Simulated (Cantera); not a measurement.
An adiabatic, constant-pressure homogeneous reactor starts with H2 : O2 : N2 : H2O = 1 : 0.633 : 2.38 : 0.22 (molar parts), at 1525 K and 1.00 bar. Integrator tolerance rtol = 1e-08.

Model: the H2/O2 subset of GRI-Mech 3.0, which has no nitrogen chemistry, integrated in Cantera.

Question: What does this change do: H2O 0.22 to 0.37 parts?

Answer: 
| quantity | before | after |
|---|---|---|
| time of steepest temperature rise | 13.0 µs | 13.5 µs |
| temperature at 3.00 s | 2732 K | 2695 K |
| equilibrium temperature | 2732 K | 2695 K |
| x(H2) at 3.00 s | 0.0237 (gas-phase equilibrium 0.0237) | 0.0227 (gas-phase equilibrium 0.0227) |
| x(O2) at 3.00 s | 0.0373 (gas-phase equilibrium 0.0373) | 0.0363 (gas-phase equilibrium 0.0363) |
| x(H2O) at 3.00 s | 0.273 (gas-phase equilibrium 0.273) | 0.302 (gas-phase equilibrium 0.302) |
| x(OH) at 3.00 s | 0.0302 (gas-phase equilibrium 0.0302) | 0.0285 (gas-phase equilibrium 0.0285) |
| x(O) at 3.00 s | 0.00803 (gas-phase equilibrium 0.00803) | 0.00676 (gas-phase equilibrium 0.00676) |
| x(HO2) at 3.00 s | 1.12e-5 (gas-phase equilibrium 1.12e-5) | 1.06e-5 (gas-phase equilibrium 1.06e-5) |
| x(H) at 3.00 s | 0.00995 (gas-phase equilibrium 0.00995) | 0.00846 (gas-phase equilibrium 0.00846) |

Question: What does this change do: initial temperature 1525 to 1300 K?

Answer: 
| quantity | before | after |
|---|---|---|
| time of steepest temperature rise | 13.0 µs | 30.1 µs |
| temperature at 3.00 s | 2732 K | 2641 K |
| equilibrium temperature | 2732 K | 2641 K |
| x(H2) at 3.00 s | 0.0237 (gas-phase equilibrium 0.0237) | 0.0173 (gas-phase equilibrium 0.0173) |
| x(O2) at 3.00 s | 0.0373 (gas-phase equilibrium 0.0373) | 0.0363 (gas-phase equilibrium 0.0363) |
| x(H2O) at 3.00 s | 0.273 (gas-phase equilibrium 0.273) | 0.287 (gas-phase equilibrium 0.287) |
| x(OH) at 3.00 s | 0.0302 (gas-phase equilibrium 0.0302) | 0.0241 (gas-phase equilibrium 0.0241) |
| x(O) at 3.00 s | 0.00803 (gas-phase equilibrium 0.00803) | 0.00537 (gas-phase equilibrium 0.00537) |
| x(HO2) at 3.00 s | 1.12e-5 (gas-phase equilibrium 1.12e-5) | 9.19e-6 (gas-phase equilibrium 9.19e-6) |
| x(H) at 3.00 s | 0.00995 (gas-phase equilibrium 0.00995) | 0.00600 (gas-phase equilibrium 0.00600) |
